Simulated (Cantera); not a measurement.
An isothermal, constant-pressure homogeneous reactor starts with 1.09 % C₂H₆, 98.9 % H₂, at 1350 K and 13300 Pa.

Detailed kinetics in Cantera: GRI-Mech 3.0 (53 species, 325 reactions). GRI-Mech 3.0 stops at C3 and has no aromatics, soot or wall deposition, so with more carbon than oxygen in the feed, carbon stays in small species such as C2H2 where larger ones or solid carbon would form.

**Question.** Predict: x(C₂H₆) at 100 s; x(H₂) at 100 s; x(C₂H₄) at 100 s; x(H) at 100 s; x(CH₄) at 100 s.

**Answer.** 
```json
{
 "x(C₂H₆) at 100 s": "1.31e-6 (gas-phase equilibrium 6.89e-7)",
 "x(H₂) at 100 s": "0.981 (gas-phase equilibrium 0.979)",
 "x(C₂H₄) at 100 s": "0.000412 (gas-phase equilibrium 0.000171)",
 "x(H) at 100 s": "7.44e-6 (gas-phase equilibrium 6.50e-6)",
 "x(CH₄) at 100 s": "0.0165 (gas-phase equilibrium 0.0196)"
}
```
